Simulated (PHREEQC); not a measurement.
Solution (25 °C): 3.2 mmol/kgw KH2PO4, 2.6 mmol/kgw NaF and 140 mmol/kgw KCl. Closed to the air; pH follows from the charge balance.

All values are PHREEQC results (ion-association model, phreeqc.dat), not measurements.

```csv
quantity,before,after
pH,4.97,5.10
HPO4-2 (mol/kgw),4.23e-5,8.41e-5
HF (mol/kgw),2.91e-5,7.49e-5
KHPO4- (mol/kgw),3.77e-6,6.44e-6
H3PO4 (mol/kgw),3.66e-6,4.91e-6
NaF (mol/kgw),2.08e-6,1.88e-6
SI of Sylvite (KCl),-2.86,-3.17
SI of Halite (NaCl),-5.26,-5.34
```

Question: Name the change that produced these shifts.
A. 0.0016 mol/kgw NaHS added
B. NaF from 0.0026 to 0.00052 mol/kgw
C. temperature from 25 to 90 °C
D. diluted 5-fold with water
E. diluted 10-fold with water

Answer: C, temperature from 25 to 90 °C

This is a speciation only: nothing precipitates in the calculation. Away from 25 °C the constants follow the database's enthalpies or fits; those with neither stay at their 25 °C values.
